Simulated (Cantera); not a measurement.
Charge: 1 mol Ti(OiPr)₄, a varied amount of O₂, equilibrated at 0.420 bar.

Equilibrium computed with Cantera from the NASA thermochemical tables; the gas is ideal and each condensed phase is pure. Candidate condensed phases: C, C₆H₆, C₇H₈, C₈H₁₈, H₂O, Ti, TiC, TiO, TiO₂, Ti₂O₃, Ti₃O₅, Ti₄O₇; 113 gas species. The feed counts by its element totals alone. Mutual solubility and eutectic melting of coexisting phases are not modelled. TiC: taken at fixed stoichiometry. Condensed phases not in the tables: Magnéli phases beyond Ti₄O₇. Kinetics and transport are ignored.

Task: What condenses at these points (T in K, n(O₂) in mol): (1450, 1.5); (1550, 5.2); (1950, 1.5); (1350, 0.81); (1250, 1.5); (1250, 0.069); (1950, 5.2); (1350, 5.2)?

Result: 
```csv
T (K),n(O₂) in mol,condensed phases,Ti condensed (%)
1450,1.5,C + TiC + Ti₃O₅,100.0
1550,5.2,TiO₂ + Ti₄O₇,100.0
1950,1.5,C + TiC,100.0
1350,0.81,C + Ti₃O₅,100.0
1250,1.5,C + Ti₄O₇,100.0
1250,0.069,C + Ti₄O₇,100.0
1950,5.2,Ti₃O₅,100.0
1350,5.2,TiO₂,100.0
```
